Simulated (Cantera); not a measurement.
Equilibrium for hydrogen reduction and annealing atmospheres: NiS + H2 + N2

Input: 1 mol NiS, 500 mol H2, 0.98 mol N2, equilibrated at 0.240 bar.

Method: chemical equilibrium by Gibbs-energy minimisation in Cantera with the NASA 1993 tables (ideal gas, pure condensed phases). Candidate condensed phases: Ni, NiS, NiS2, Ni3S2, Ni3S4, S; 17 gas species. The numbers say what is thermodynamically allowed, not how fast it happens.

| T (K) | log p H2 | log p H2S | log p N2 | log p H | log p SH | log p NH3 | log p Ni | n Ni3S2(s) | n Ni(s) |
|---|---|---|---|---|---|---|---|---|---|
| 750 | -0.62 | -3.80 | -3.33 | <-12 | -11.56 | -4.89 | <-12 | 0.333 | 0 |
| 850 | -0.62 | -3.56 | -3.33 | -11.00 | -9.98 | -5.33 | <-12 | 0.212 | 0.363 |
| 950 | -0.62 | -3.32 | -3.33 | -9.57 | -8.68 | -5.68 | <-12 | 0 | 1.00 |
| 1050 | -0.62 | -3.32 | -3.33 | -8.40 | -7.82 | -5.97 | <-12 | 0 | 1.00 |
| 1150 | -0.62 | -3.32 | -3.33 | -7.44 | -7.11 | -6.21 | -11.77 | 0 | 1.00 |
| 1250 | -0.62 | -3.32 | -3.33 | -6.63 | -6.51 | -6.41 | -10.23 | 0 | 1.00 |
| 1350 | -0.62 | -3.32 | -3.33 | -5.93 | -6.00 | -6.59 | -8.92 | 0 | 1.000 |
| 1450 | -0.62 | -3.32 | -3.33 | -5.33 | -5.56 | -6.74 | -7.79 | 0 | 1.000 |
| 1550 | -0.62 | -3.33 | -3.33 | -4.81 | -5.18 | -6.87 | -6.82 | 0 | 1.000 |
| 1650 | -0.62 | -3.33 | -3.33 | -4.35 | -4.85 | -6.98 | -5.96 | 0 | 0.998 |
log p: log10 of the partial pressure in bar; n: condensed amount in mol.

At 750 K the condensed part is Ni3S2(s). At 850 K the condensed part is Ni(s) + Ni3S2(s). From 950 K to 1650 K the condensed part is Ni(s).
